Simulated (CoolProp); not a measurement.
Vapour pressure (bar) of the fluoroketone C6F12O (FK-5-1-12): the reference equation beside estimates from Tc = 441.8 K, pc = 18.69 bar, ω = 0.471. Clausius-Clapeyron is anchored at 250.8 K with a constant enthalpy of vaporisation of 33.97 kJ/mol.

Model: reference Helmholtz-energy equation of state, McLinden 2015, in CoolProp.

```csv
T (K),reference,Lee-Kesler,Clausius-Clapeyron,van der Waals
215.3,…,0.002152,0.002291,…
233,0.009373,0.009664,…,0.7388
250.8,0.03363,0.03398,0.03363,1.170
268.5,0.09709,…,0.09843,1.747
286.2,0.2379,0.2378,0.2523,2.493
303.9,0.5118,0.5117,0.5795,3.424
321.6,0.9923,0.9929,1.215,…
339.3,1.769,…,2.357,5.915
357.1,2.955,2.956,4.295,7.513
```

Q: Fill in the missing entries.

A: 
- 215.3, reference: 0.002006
- 215.3, van der Waals: 0.4355
- 233, Clausius-Clapeyron: 0.009685
- 268.5, Lee-Kesler: 0.09727
- 321.6, van der Waals: 4.560
- 339.3, Lee-Kesler: 1.771

Absolute difference from the reference over all 9 rows, mean and median: Lee-Kesler 1.3 and 0.1 %, Clausius-Clapeyron 15.5 and 13.2 %, van der Waals 4081.7 and 947.9 %.
